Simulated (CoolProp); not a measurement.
Toluene along the isobar 0.101 MPa: fugacity coefficient from the reference equation and from simpler models built on Tc = 318.6 °C, pc = 4.126 MPa, ω = 0.266; each cubic takes its own stable root.

Values from CoolProp's reference Helmholtz-energy equation of state, Lemmon 2006. It is a short technical equation, of lower accuracy than the large ones.

```
T (°C)   phase  reference
------  ------  ---------
42.65   liquid    0.08788
58.25   liquid     0.1698
73.85   liquid     0.3053
89.45   liquid     0.5157
104.95  liquid     0.8230
120.55     gas     0.9646
136.15     gas     0.9691
151.65     gas     0.9728
167.25     gas     0.9760
182.85     gas     0.9787
198.45     gas     0.9810
213.95     gas     0.9829
229.55     gas     0.9846
```

Q: How far does each simpler model (van der Waals, Redlich-Kwong) lie from the reference over these 13 states: mean and median of the absolute difference, and the worst?

A: 
- van der Waals: mean 139.4 %, median 1.4 %, worst +1003.2 % at 42.65 °C and 0.101 MPa
- Redlich-Kwong: mean 37.9 %, median 0.8 %, worst +146.4 % at 42.65 °C and 0.101 MPa

At some of these states van der Waals, Redlich-Kwong gives the other phase, because its saturation line lies elsewhere.
